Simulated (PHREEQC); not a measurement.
PHREEQC input (ion-association model, phreeqc.dat):

```
SOLUTION 0
  temp 40
  units mmol/kgw
  pH 7 charge
  Cl 12.61
  Ca 6.3
  O(0) 1 O2(g) -0.68
SOLUTION 1-30
  temp 40
  units mmol/kgw
  pH 7 charge
  Cl 3.71
  Li 3.7
  S(6) 36.5
  Na 11
  Zn 31
  O(0) 1 O2(g) -0.68
END
EXCHANGE 1-30
  X 0.0097
  -equilibrate 1
END
SELECTED_OUTPUT 1
  -reset false
  -pH true
  -pe true
  -ionic_strength true
  -water true
  -step true
  -totals Ca Cl Li Na S Zn S(-2) S(6)
  -molalities NaX LiX ZnX2 CaX2
  -saturation_indices Gypsum Halite Zn(OH)2(e)
PRINT
  -reset false
TRANSPORT
  -cells 30
  -shifts 120
  -lengths 0.0166667
  -time_step 300
  -dispersivities 0.025
  -boundary_conditions flux flux
  -correct_disp true
  -punch_cells 30
  -punch_frequency 4
END
```

Selected output (columns that matter, 14 of 31 rows; pore volumes added in front):

```
pore volumes	pH	mu	Ca	Cl	Li	Na	S	Zn	m_ZnX2	m_CaX2	si_Gypsum	si_Halite	si_Zn(OH)2(e)
0	5.2375	0.085658	0	0.00371	0.0037	0.011	0.0365	0.031	0.00465	0	-1000	-6.2171	-3.2198
0.2833	5.2375	0.085657	1.7043e-09	0.0037101	0.0037	0.011	0.0365	0.031	0.00465	3.4614e-10	-6.8919	-6.2171	-3.2198
0.6833	5.2259	0.07672	0.00019275	0.0049724	0.0032201	0.0095926	0.031323	0.027205	0.0046228	4.393e-05	-1.856	-6.1391	-3.2707
0.95	5.1825	0.053728	0.00081051	0.0081323	0.0019605	0.0058735	0.018364	0.017697	0.0044541	0.00026559	-1.3086	-6.1066	-3.4479
1.2167	5.1162	0.034216	0.0014587	0.010683	0.00089347	0.0027007	0.0079031	0.0099839	0.0040385	0.00074102	-1.2284	-6.2889	-3.7017
1.6167	5.0455	0.021915	0.0026268	0.012217	0.00020302	0.00062434	0.0016119	0.0046749	0.0028761	0.0019556	-1.478	-6.8341	-4.0394
1.8833	5.034	0.01973	0.0036389	0.012489	6.7264e-05	0.00020937	0.00049545	0.0029578	0.0019577	0.0028861	-1.8012	-7.291	-4.228
2.15	5.0359	0.019081	0.0045864	0.012575	2.1052e-05	6.6303e-05	0.00014415	0.0017965	0.0011974	0.0036507	-2.2178	-7.784	-4.4293
2.4167	5.0409	0.01892	0.0052918	0.0126	6.3433e-06	2.0207e-05	4.0464e-05	0.0010304	0.00068044	0.004169	-2.6995	-8.2977	-4.6574
2.8167	5.0466	0.018892	0.0058919	0.012609	1.0026e-06	3.2474e-06	5.766e-06	0.00041108	0.00026805	0.0045819	-3.4947	-9.0905	-5.0442
3.0833	5.0486	0.018898	0.0060864	0.01261	2.8737e-07	9.4107e-07	1.5442e-06	0.00021432	0.0001391	0.0047109	-4.0516	-9.6282	-5.3229
3.35	5.0498	0.018903	0.0061907	0.01261	8.1526e-08	2.6988e-07	4.0951e-07	0.00010946	7.0854e-05	0.0047791	-4.6201	-10.171	-5.6124
3.75	5.0505	0.018907	0.0062611	0.01261	1.2157e-08	4.09e-08	5.5229e-08	3.8894e-05	2.5132e-05	0.0048249	-5.4849	-10.99	-6.0603
4.0167	5.0507	0.018909	0.0062807	0.01261	3.3981e-09	1.1555e-08	1.4442e-08	1.9265e-05	1.2442e-05	0.0048376	-6.066	-11.539	-6.3649
```

Species that the database lacks are ignored. At this temperature some constants are extrapolated from 25 °C, and those without enthalpy data are left unchanged.
